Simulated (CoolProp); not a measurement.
Decamethylcyclopentasiloxane (D5) along the isobar 39.4 bar: density (kg/m³) from the reference equation and from simpler models built on Tc = 345.1 °C, pc = 10.78 bar, ω = 0.631; each cubic takes its own stable root.

Values from CoolProp's reference Helmholtz-energy equation of state, Thol 2019.

```csv
T (°C),phase,reference,Redlich-Kwong,Soave-Redlich-Kwong,Peng-Robinson
30.55,liquid,953.2,775.8,810.2,907.3
49.95,liquid,933.2,763.6,800.3,896.8
69.35,liquid,913.4,750.9,789.7,885.4
88.75,liquid,893.6,737.8,778.2,873.1
108.15,liquid,873.8,724.2,766.0,859.8
127.65,liquid,853.8,710.0,752.7,845.4
147.05,liquid,833.7,695.4,738.6,830.0
166.45,liquid,813.2,680.3,723.4,813.2
185.85,liquid,792.4,664.6,707.0,795.1
205.25,liquid,771.2,648.5,689.4,775.4
224.65,liquid,749.2,631.8,670.4,754.1
```
